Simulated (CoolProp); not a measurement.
R1234ze(Z) along the isotherm 314.8 K: density (kg/m³) from the reference equation and from simpler models built on Tc = 423.3 K, pc = 35.31 bar, ω = 0.327; each cubic takes its own stable root.

Values from CoolProp's reference Helmholtz-energy equation of state, Akasaka 2019.

| p (bar) | phase | reference |
|---|---|---|
| 1.08 | gas | 4.875 |
| 1.58 | gas | 7.259 |
| 2.32 | gas | 10.96 |
| 3.4 | liquid | 1179 |
| 4.99 | liquid | 1180 |
| 7.33 | liquid | 1181 |
| 10.8 | liquid | 1182 |
| 15.8 | liquid | 1184 |
| 23.2 | liquid | 1188 |
| 34 | liquid | 1192 |
| 49.9 | liquid | 1198 |
| 73.3 | liquid | 1207 |
| 108 | liquid | 1219 |
| 158 | liquid | 1235 |
| 232 | liquid | 1255 |
| 340 | liquid | 1280 |

Q: How far does each simpler model (Redlich-Kwong, Soave-Redlich-Kwong, Peng-Robinson) lie from the reference over these 16 states: mean and median of the absolute difference, and the worst?

A: 
- Redlich-Kwong: mean 27.4 %, median 21.7 %, worst -98.6 % at 314.8 K and 3.4 bar
- Soave-Redlich-Kwong: mean 15.1 %, median 18.2 %, worst -19.2 % at 314.8 K and 3.4 bar
- Peng-Robinson: mean 6.5 %, median 7.7 %, worst -8.4 % at 314.8 K and 3.4 bar

At some of these states Redlich-Kwong gives the other phase, because its saturation line lies elsewhere.
